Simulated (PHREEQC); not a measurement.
A solution holds 0.0089 mol/kgw Cu(NO3)2, 0.00036 mol/kgw HBF4 and 0.012 mol/kgw FeCl3, at 25 °C. Closed to the air; pH follows from the charge balance.

All values are PHREEQC results (ion-association model, phreeqc.dat), not measurements.

The ionic strength comes out as 0.0851 mol/kgw. What activity coefficients do Cl-, FeCl2+, NO3-, Cu+2, FeCl+2 get?

Cl- 0.78, FeCl2+ 0.79, NO3- 0.77, Cu+2 0.42, FeCl+2 0.40.

Precipitation was switched off in this run. The solution is supersaturated, for example in Hematite (slow to form), Goethite (slow to form), so a real one may precipitate; this is no full list. Complexes and solids missing from the database can't appear. Real BF4- forms and hydrolyses slowly; the run takes it at equilibrium. Fluoro complexes past AlF4- and FeF3 are missing from the database.
